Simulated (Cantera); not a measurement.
Input (Python, Cantera):

```python
import numpy as np
import cantera as ct

gas = ct.Solution("gri30.yaml", transport_model="multicomponent")
show = ['OH', 'C2H2', 'H2O']

rows = []
print(f"{'T/K':>7s}{'rho':>11s}{'cp':>10s}{'mu':>11s}{'lambda':>11s}{'Pr':>7s}" + "".join(f"{'D_' + s:>11s}" for s in show))
for T in [400, 650, 900, 1150, 1400, 1650]:
    gas.TPX = T, 100000, {'CH3OH': 0.58}
    Pr = gas.cp_mass * gas.viscosity / gas.thermal_conductivity
    D = [gas.mix_diff_coeffs_mole[gas.species_index(s)] for s in show]
    rows.append([gas.density, gas.cp_mass, gas.viscosity, gas.thermal_conductivity, Pr, *D])
    print(f"{T:7g}{gas.density:11.4e}{gas.cp_mass:10.1f}{gas.viscosity:11.4e}"
          f"{gas.thermal_conductivity:11.4e}{Pr:7.3f}" + "".join(f"{d:11.4e}" for d in D))
print("SI units: kg/m3, J/kg/K, Pa s, W/m/K, m2/s")
```

Output:

```
    T/K        rho        cp         mu     lambda     Pr       D_OH     D_C2H2      D_H2O
    400 9.6344e-01    1604.1 1.3101e-05 2.8083e-02  0.748 4.1638e-05 2.0640e-05 2.7625e-05
    650 5.9289e-01    2212.3 2.1261e-05 6.2735e-02  0.750 9.9480e-05 5.1717e-05 7.2748e-05
    900 4.2820e-01    2642.8 2.8601e-05 1.0063e-01  0.751 1.7488e-04 9.3178e-05 1.3563e-04
   1150 3.3511e-01    2978.0 3.5151e-05 1.3932e-01  0.751 2.6555e-04 1.4346e-04 2.1358e-04
   1400 2.7527e-01    3214.4 4.1062e-05 1.7580e-01  0.751 3.7006e-04 2.0161e-04 3.0482e-04
   1650 2.3356e-01    3387.6 4.6472e-05 2.0994e-01  0.750 4.8743e-04 2.6698e-04 4.0810e-04
SI units: kg/m3, J/kg/K, Pa s, W/m/K, m2/s
```

Detailed kinetics in Cantera: GRI-Mech 3.0 (53 species, 325 reactions). Polar gases are described roughly by these parameters. The composition is frozen, though it would react at the higher temperatures.
